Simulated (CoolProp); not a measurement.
Ammonia along the isobar 22.8 MPa: density (kg/m³) from the reference equation and from simpler models built on Tc = 405.6 K, pc = 11.36 MPa, ω = 0.256; each cubic takes its own stable root.

Model: reference Helmholtz-energy equation of state, Gao 2020, in CoolProp.

```csv
T (K),phase,reference,van der Waals,Redlich-Kwong,Soave-Redlich-Kwong,Peng-Robinson
374.2,liquid,504.0,292.7,382.1,391.3,439.6
404.7,liquid,437.4,268.4,330.8,331.1,368.3
435.3,supercritical,337.5,239.0,267.5,252.1,274.1
465.8,supercritical,212.0,203.2,199.2,176.2,187.7
496.3,supercritical,152.3,165.2,152.5,135.8,143.4
526.8,supercritical,124.2,136.2,126.3,114.0,119.7
557.4,supercritical,107.4,117.0,109.8,100.0,104.5
587.9,supercritical,95.82,103.7,98.18,90.08,93.77
618.4,supercritical,87.22,93.88,89.44,82.49,85.59
649,supercritical,80.44,86.15,82.49,76.41,79.06
679.5,supercritical,74.94,79.90,76.81,71.42,73.72
710,supercritical,70.33,74.69,72.04,67.20,69.21
```
